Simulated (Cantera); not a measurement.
A freely propagating, adiabatic, planar premixed flame of H₂ : O₂ : N₂ = 1 : 0.192 : 0.723 (molar parts), equivalence ratio 2.6, unburnt at 375 K and 0.370 bar; mixture-averaged transport, grid criteria slope 0.08 and curve 0.16, no radiation.

Cantera simulation using the H2/O2 subset of GRI-Mech 3.0, which has no nitrogen chemistry; the numbers are that mechanism's predictions, not measurements. Burning velocities carry a grid error of a few per cent, more on coarse grids.

Q: What does this change do: inlet temperature 375 to 350 K?

A: 
```csv
quantity,before,after
laminar burning velocity,344 cm/s,308 cm/s
thermal thickness,1.44 mm,1.39 mm
peak x(HO₂),0.000198,0.000209
peak x(O),0.00197,0.00188
peak x(OH),0.00136,0.00127
```

Q: What does this change do: inlet temperature 375 to 450 K?

A: 
| quantity | before | after |
|---|---|---|
| laminar burning velocity | 344 cm/s | 460 cm/s |
| thermal thickness | 1.44 mm | 1.56 mm |
| peak x(HO₂) | 0.000198 | 0.000162 |
| peak x(O) | 0.00197 | 0.00225 |
| peak x(OH) | 0.00136 | 0.00163 |
